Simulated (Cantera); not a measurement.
A perfectly stirred reactor is fed with 20.4 % H2, 16.7 % O2, 62.9 % N2, at 0.650 bar; it is adiabatic with a 425 K inlet, and is followed from long to short residence time, starting on the burning branch (τ in s: 0.064, 0.024, 0.0092, 0.0035, 0.0013, 0.00049, 0.00019, 7.1e-05, 2.7e-05, 1e-05).

Computed with Cantera and the H2/O2 subset of GRI-Mech 3.0, which has no nitrogen chemistry.

Problem. Predict: blow-out, bracketed by the residence times tried; x(H2) at τ = 64.0 ms; x(O2) at τ = 64.0 ms; x(O) at τ = 64.0 ms; x(OH) at τ = 64.0 ms; x(H) at τ = 64.0 ms; x(H2) at τ = 0.490 ms; x(O2) at τ = 0.490 ms; x(O) at τ = 0.490 ms; x(OH) at τ = 0.490 ms; x(H) at τ = 0.490 ms.

Solution. blow-out, bracketed by the residence times tried: burning at 71.0 µs, out at 27.0 µs
x(H2) at τ = 64.0 ms: 0.000724
x(O2) at τ = 64.0 ms: 0.0718
x(O) at τ = 64.0 ms: 0.000498
x(OH) at τ = 64.0 ms: 0.00368
x(H) at τ = 64.0 ms: 0.000127
x(H2) at τ = 0.490 ms: 0.0113
x(O2) at τ = 0.490 ms: 0.0729
x(O) at τ = 0.490 ms: 0.00785
x(OH) at τ = 0.490 ms: 0.0103
x(H) at τ = 0.490 ms: 0.00974
